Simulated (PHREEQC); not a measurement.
Dissolve 0.25 mol/kgw FeSO4, 0.0012 mol/kgw H2SO4 and 0.24 mol/kgw NaCl at 71 °C. Closed to the air; pH follows from the charge balance.

All values are PHREEQC results (ion-association model, wateq4f.dat), not measurements.

Precipitation was switched off in this run.

What pH, activity of water does the model give?

pH 3.68; activity of water 0.986.

In which forms is S present?

FeSO4 49 %, SO4-2 41 %, NaSO4- 9.4 %, HSO4- 0.7 % of the S.

Away from 25 °C the constants follow the database's enthalpies or fits; those with neither stay at their 25 °C values.
